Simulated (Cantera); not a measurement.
Source: NASA polynomial tables (part measured, part estimated), evaluated in Cantera. Values are per mole of reaction as written; species without (g) are pure solids or liquids, kept so even where they would boil at 1 bar.

Cr₂N + 2 OH(g) ⇌ NO₂(g) + 2 Cr + 2 H(g), with ΔH° = 517.0 kJ and ΔS° = 84.4 J/K at 300 K.

Task: How far is the shortcut ΔG° ≈ ΔH°(300 K) − T·ΔS°(300 K) from the full temperature-dependent value at 875, 900, 925, 950, 975, 1000, 1025, 1050, 1075 K?

Result: 
```
T (K)  shortcut (kJ)  full (kJ)  difference (kJ)  difference in log10 K
-----  -------------  ---------  ---------------  ---------------------
875            443.1      442.5              0.6                  -0.04
900            441.0      440.3              0.7                  -0.04
925            438.9      438.1              0.8                  -0.04
950            436.8      435.9              0.9                  -0.05
975            434.7      433.7              1.0                  -0.05
1000           432.6      431.5              1.1                  -0.06
1025           430.5      429.3              1.2                  -0.06
1050           428.4      427.1              1.3                  -0.06
1075           426.3      424.9              1.4                  -0.07
```
The shortcut ignores the heat-capacity change of the reaction.
